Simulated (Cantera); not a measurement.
Charge: 1 mol CaO, a varied amount of HBr, 15 mol O2, equilibrated at 0.470 bar.

Method: chemical equilibrium by Gibbs-energy minimisation in Cantera with the NASA 1993 tables (ideal gas, pure condensed phases). Candidate condensed phases: Br2, Ca, CaBr2, CaO, Ca(OH)2, H2O; 19 gas species. Mutual solubility and eutectic melting of coexisting phases are not modelled. Kinetics and transport are ignored.

What condenses at these points (T in K, n(HBr) in mol): (898, 1.7); (1498, 5.3); (1498, 8); (1098, 4.6); (1798, 6.1); (1398, 6.1)?


```tsv
T (K)	n(HBr) in mol	condensed phases	Ca condensed (%)
898	1.7	CaBr2 + CaO	100.0
1498	5.3	CaO	81.1
1498	8	CaO	67.3
1098	4.6	CaBr2	100.0
1798	6.1	CaO	38.3
1398	6.1	CaBr2 + CaO	91.2
```
